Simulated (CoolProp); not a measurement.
Model: reference Helmholtz-energy equation of state, Lemmon and Jacobsen 2000, in CoolProp.

For R143a, give the phase and the speed of sound (m/s) at -37.35 °C and 1.01 bar; 16.15 °C and 1.01 bar; 48.25 °C and 1.01 bar.


- -37.35 °C and 1.01 bar: gas; speed of sound 158
- 16.15 °C and 1.01 bar: gas; speed of sound 177
- 48.25 °C and 1.01 bar: gas; speed of sound 186
